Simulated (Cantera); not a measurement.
Charge: 1 mol Si, 1.4 mol HBr, 17 mol H₂, at 600 °C and 940 Pa.

Method: chemical equilibrium by Gibbs-energy minimisation in Cantera with the NASA 1993 tables (ideal gas, pure condensed phases). Candidate condensed phases: Br₂, Si; 19 gas species. The tables' values for SiBr₃ are old estimates; treat these amounts as uncertain. Equilibrium is a limit: real reactors are often held back by kinetics, nucleation or transport.

Base state: H₂ 0.969, SiBr₄ 0.0147, HBr 0.0144, SiHBr₃ 0.00119, SiBr₂ 0.000158, SiBr₃ 5.54e-5, SiH₂Br₂ 4.54e-5 (mole fractions); condensed: Si(s).

Q: What changes in the equilibrium state with this change: HBr from 1.4 to 15 mol?

A: 
```
species       before    after
----------  --------  -------
H₂             0.969    0.613
HBr           0.0144    0.355
SiBr₄         0.0147   0.0322
SiH₂Br₂      4.54e-5  6.52e-8
SiBr₂       0.000158  3.58e-7
SiHBr₃       0.00119  6.69e-5
SiBr₃        5.54e-5  3.91e-6
Si(s), mol     0.708        0
```
